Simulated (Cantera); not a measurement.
A closed system holds: 1 mol BaF2, 90 mol H2, 8 mol H2O, equilibrated at 1475 K and 248 Torr.

Cantera equilibrium calculation (NASA polynomials, part measured and part estimated; ideal gas, pure solids and liquids). Candidate condensed phases: Ba, BaF2, BaO, Ba(OH)2, H2O; 27 gas species. Mutual solubility and eutectic melting of coexisting phases are not modelled. Kinetics and transport are ignored.

Base state: H2 0.918, H2O 0.0813, HF 0.000530, Ba(OH)2 6.85e-5, BaF2 5.81e-5, H 2.16e-5 (mole fractions); condensed: BaF2(s) + BaO(s).

Question: What changes in the equilibrium state with this change: pressure from 248 Torr to 1.88 Torr?

Answer: 
```json
[
 {"species": "H2", "before": "0.918", "after": "0.909"},
 {"species": "H2O", "before": "0.0813", "after": "0.0780"},
 {"species": "BaF2", "before": "5.81e-5", "after": "0.00706"},
 {"species": "HF", "before": "0.000530", "after": "0.00572"},
 {"species": "BaF", "before": "2.69e-6", "after": "0.000346"},
 {"species": "H", "before": "2.16e-5", "after": "0.000247"},
 {"species": "BaOH", "before": "1.56e-6", "after": "1.78e-5"},
 {"species": "Ba(OH)2", "before": "6.85e-5", "after": "6.58e-5"},
 {"species": "BaF2(s), mol", "before": "0.968", "after": "0"},
 {"species": "BaO(s), mol", "before": "0.0190", "after": "0.258"}
]
```
